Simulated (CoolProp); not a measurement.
n-nonane at several states: Z from the reference equation and from simpler models built on Tc = 594.5 K, pc = 22.82 bar, ω = 0.443; each cubic takes its own stable root.

The numbers come from the reference Helmholtz-energy equation of state, Lemmon 2006 in CoolProp. It is a short technical equation, of lower accuracy than the large ones.

```csv
T (K),p (bar),phase,reference,van der Waals,Redlich-Kwong,Soave-Redlich-Kwong,Peng-Robinson
273,2.52,liquid,0.01940,0.03584,0.02411,0.02328,0.02075
390.8,91.3,liquid,0.5530,0.9478,0.6679,0.6407,0.5701
320.4,56.7,liquid,0.3890,0.6941,0.4769,0.4591,0.4089
497.2,53.1,liquid,0.2982,0.4979,0.3662,0.3478,0.3085
443.2,26.7,liquid,0.1557,0.2743,0.1937,0.1818,0.1609
```
